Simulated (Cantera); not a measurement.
Charge: 1 mol CF4, 0.011 mol F2, at 1102 °C and 100000 Pa.

Cantera equilibrium calculation (NASA polynomials, part measured and part estimated; ideal gas, pure solids and liquids). Candidate condensed phases: C; 13 gas species. Gases not in the tables: C2F6 and larger saturated fluorocarbons. The numbers say what is thermodynamically allowed, not how fast it happens.

Base state: CF4 0.979, F 0.0211, F2 0.000203 (mole fractions); condensed: gas only.

### Question
What changes in the equilibrium state with this change: CF4 replaced by CH2F2?

### Answer
```tsv
species	before	after
HF	0	0.997
CF4	0.979	0.00274
H2F2	0	1.55e-5
F	0.0211	4.49e-8
F2	0.000203	<1e-9
C(graphite), mol	0	0.994
```
Further candidate phases: C6H6, C7H8, C8H18.

### Question
What changes in the equilibrium state with this change: F2 from 0.011 to 1.2 mol?

### Answer
```tsv
species	before	after
F	0.0211	0.537
CF4	0.979	0.333
F2	0.000203	0.131
```

### Question
What changes in the equilibrium state with this change: F2 from 0.011 to 0.15 mol?

### Answer
```tsv
species	before	after
CF4	0.979	0.783
F	0.0211	0.199
F2	0.000203	0.0180
```
